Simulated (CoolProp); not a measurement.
Vapour-liquid equilibrium of R142b (1) + R113 (2) at 0.0796 MPa; x and y are mole fractions of (1).

Computed with CoolProp (multi-fluid Helmholtz-energy mixture model, Lemmon 2006 and Marx 1992; pair parameters Bell 2016).

### Question
Give the bubble temperature and the first vapour's composition at x = 0.2, 0.35, 0.65. Is there an azeotrope?

### Answer
x = 0.2: 13.3 °C, y = 0.710; x = 0.35: 3.5 °C, y = 0.842; x = 0.65: -7.1 °C, y = 0.942. No azeotrope shows between x = 0.05 and 0.95.

The pair parameters rest on a limited set of measurements; away from them the model extrapolates.
